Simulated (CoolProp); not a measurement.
Properties of octamethyltrisiloxane (MDM) along the isotherm 575 K (Tc = 565.4 K, pc = 1.438 MPa, ω = 0.528).

Values from CoolProp's reference Helmholtz-energy equation of state, Thol 2017.

```csv
p (MPa),phase,speed of sound (m/s),Joule-Thomson coefficient (K/MPa),expansivity (1/kK)
0.553,gas,124.3,(withheld),2.986
1.11,gas,96.10,16.17,7.053
1.66,supercritical,52.83,27.24,83.23
2.21,supercritical,125.7,(withheld),(withheld)
2.76,supercritical,165.7,2.165,(withheld)
3.32,supercritical,(withheld),1.443,4.722
3.87,supercritical,219.6,1.058,(withheld)
4.42,supercritical,240.3,0.8115,3.462
4.98,supercritical,258.9,0.6358,3.105
5.53,supercritical,275.6,0.5075,2.841
6.08,supercritical,290.8,0.4077,2.633
6.63,supercritical,305.1,0.3276,2.464
7.19,supercritical,(withheld),(withheld),2.320
```

**Question.** Some entries are withheld; supply them.

**Answer.** 
- 0.553, Joule-Thomson coefficient (K/MPa): 10.53
- 2.21, Joule-Thomson coefficient (K/MPa): 4.010
- 2.21, expansivity (1/kK): 9.886
- 2.76, expansivity (1/kK): 6.151
- 3.32, speed of sound (m/s): 195.6
- 3.87, expansivity (1/kK): 3.957
- 7.19, speed of sound (m/s): 318.6
- 7.19, Joule-Thomson coefficient (K/MPa): 0.2605
